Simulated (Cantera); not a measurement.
A Cantera script and its output.

```python
import numpy as np
import cantera as ct

gas = ct.Solution("h2o2.yaml")
gas.TPX = 450, 13332, {'H2': 1, 'O2': 0.357, 'N2': 1.34}
flame = ct.FreeFlame(gas, width=0.16)
flame.set_refine_criteria(ratio=3, slope=0.08, curve=0.16)
flame.transport_model = "mixture-averaged"
flame.solve(loglevel=0, auto=True)
flame.transport_model = "multicomponent"
flame.soret_enabled = False
flame.solve(loglevel=0, refine_grid=True)
z, T = flame.grid, flame.T
thick = (T[-1] - T[0]) / np.gradient(T, z).max()
show = ['H2', 'O2', 'OH', 'H', 'H2O2', 'HO2']
print(f"laminar burning velocity  {flame.velocity[0] * 100:.3f} cm/s")
print(f"burnt temperature         {T[-1]:.1f} K")
print(f"thermal thickness         {thick * 1e3:.4f} mm")
print(f"grid points               {len(z)}")
z0 = z[flame.heat_release_rate.argmax()]
print(f"{'z/mm':>9s}{'T/K':>9s}{'u/(m/s)':>9s}" + "".join(f"{s:>11s}" for s in show))
rows = []
for k in (-3, -2, -1.5, -1, -0.5, -0.25, 0, 0.25, 0.5, 1, 2, 4, 8):
    zz = z0 + k * thick
    rows.append([k * thick, np.interp(zz, z, T), np.interp(zz, z, flame.velocity),
                 *(np.interp(zz, z, flame.X[gas.species_index(s)]) for s in show)])
    print(f"{rows[-1][0] * 1e3:9.3f}{rows[-1][1]:9.1f}{rows[-1][2]:9.3f}" + "".join(f"{x:11.3e}" for x in rows[-1][3:]))
```

It prints:

```
laminar burning velocity  414.341 cm/s
burnt temperature         2340.7 K
thermal thickness         5.7276 mm
grid points               142
     z/mm      T/K  u/(m/s)         H2         O2         OH          H       H2O2        HO2
  -17.183    450.0    4.143  3.708e-01  1.324e-01  6.194e-19  6.133e-18  5.478e-17 -2.369e-15
  -11.455    450.0    4.143  3.708e-01  1.324e-01  1.368e-17  2.385e-15  1.212e-16  3.627e-13
   -8.591    450.0    4.143  3.708e-01  1.324e-01  1.395e-15  9.604e-13  1.060e-14  4.355e-11
   -5.728    450.0    4.143  3.708e-01  1.324e-01  2.698e-12  3.618e-09  2.000e-11  3.541e-08
   -2.864    456.5    4.199  3.698e-01  1.323e-01  2.788e-05  1.005e-04  1.702e-06  7.454e-05
   -1.432    640.4    5.821  3.452e-01  1.268e-01  4.489e-04  8.986e-03  4.795e-06  4.426e-05
    0.000   1082.5    9.504  1.996e-01  7.768e-02  2.416e-03  7.445e-02  4.388e-07  1.368e-05
    1.432   1356.6   11.761  9.456e-02  1.735e-02  5.939e-03  1.129e-01  5.057e-07  2.840e-06
    2.864   1464.7   12.615  8.939e-02  1.075e-02  7.514e-03  1.067e-01  4.422e-07  1.572e-06
    5.728   1588.0   13.562  9.508e-02  9.045e-03  9.208e-03  9.246e-02  3.144e-07  1.148e-06
   11.455   1727.7   14.604  1.011e-01  7.328e-03  1.075e-02  7.627e-02  1.799e-07  8.166e-07
   22.910   1872.5   15.650  1.060e-01  5.467e-03  1.161e-02  6.011e-02  9.430e-08  5.578e-07
   45.821   2015.4   16.653  1.099e-01  3.648e-03  1.143e-02  4.483e-02  4.917e-08  3.694e-07
```

Cantera simulation using the H2/O2 subset of GRI-Mech 3.0, which has no nitrogen chemistry; the numbers are that mechanism's predictions, not measurements. Burning velocities carry a grid error of a few per cent, more on coarse grids.
